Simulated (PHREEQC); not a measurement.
A solution holds 0.049 mol/kgw HNO3, 0.0052 mol/kgw CuSO4 and 0.21 mol/kgw CuCl2, at 25 °C. Closed to the air; pH follows from the charge balance.

Equilibrium calculation in PHREEQC: ion-association model, wateq4f.dat.

Precipitation was switched off in this run.

### Question
Order these Cl species by the share of Cl that they hold, largest first: CuCl+, CuCl2, Cl-.

### Answer
Cl- (89 %), CuCl+ (9.6 %), CuCl2 (1.3 %)

The pH is 1.44 and the ionic strength 0.599 mol/kgw.
